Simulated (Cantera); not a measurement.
A perfectly stirred reactor is fed with 26.3 % NH₃, 73.7 % N₂, at 101000 Pa; it is held at 1975 K, and followed from long to short residence time.

Detailed kinetics in Cantera: the gas-phase N/H chemistry of the illustrative SiF4/NH3 mechanism in the Surface Chemkin manual (1991). Walls and surfaces, which speed up NH3 decomposition in real reactors, are not modelled.

Task: Predict: x(NH₃) at τ = 0.310 s; x(H₂) at τ = 0.310 s; x(N₂H₂) at τ = 0.310 s; x(NH₂) at τ = 0.310 s; x(NH) at τ = 0.310 s; x(NH₃) at τ = 51.0 ms; x(H₂) at τ = 51.0 ms; x(N₂H₂) at τ = 51.0 ms; x(NH₂) at τ = 51.0 ms; x(NH) at τ = 51.0 ms.

Result: 
```
Item                      Result
----------------------  --------
x(NH₃) at τ = 0.310 s     0.0404
x(H₂) at τ = 0.310 s       0.264
x(N₂H₂) at τ = 0.310 s   1.33e-7
x(NH₂) at τ = 0.310 s   0.000129
x(NH) at τ = 0.310 s     4.84e-6
x(NH₃) at τ = 51.0 ms      0.129
x(H₂) at τ = 51.0 ms       0.159
x(N₂H₂) at τ = 51.0 ms   5.50e-7
x(NH₂) at τ = 51.0 ms   0.000296
x(NH) at τ = 51.0 ms     7.32e-6
```
